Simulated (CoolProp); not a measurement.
Vapour-liquid equilibrium of propane (1) + isobutene (2) at 998 kPa; x and y are mole fractions of (1).

Model: multi-fluid Helmholtz-energy mixture model, Lemmon 2009 and Lemmon 2005; pair parameters Bell 2016, in CoolProp.

| x | bubble temperature (°C) | y at the bubble point | dew temperature at overall composition x (°C) | liquid density (mol/L) |
|---|---|---|---|---|
| 0.05 | 66.5 | 0.115 | 68.9 | 9.470 |
| 0.2 | ___ | 0.372 | 63.4 | 9.771 |
| 0.35 | ___ | 0.550 | 57.7 | ___ |
| 0.5 | 43.4 | 0.688 | 51.6 | 10.28 |
| 0.65 | 38.0 | ___ | 45.1 | 10.53 |
| 0.8 | 33.0 | 0.898 | 38.1 | 10.78 |
| 0.95 | ___ | 0.977 | 30.0 | 11.02 |

**Question.** Complete the blanks.

**Answer.** 
- 0.2, bubble temperature (°C): 56.8
- 0.35, bubble temperature (°C): 49.5
- 0.35, liquid density (mol/L): 10.03
- 0.65, y at the bubble point: 0.802
- 0.95, bubble temperature (°C): 28.3

No azeotrope shows between x = 0.05 and 0.95.

The pair parameters rest on a limited set of measurements; away from them the model extrapolates. The gap from Raoult's law changes sign with composition, which may be real or a fault of the pair parameters; it wasn't checked against measurements.
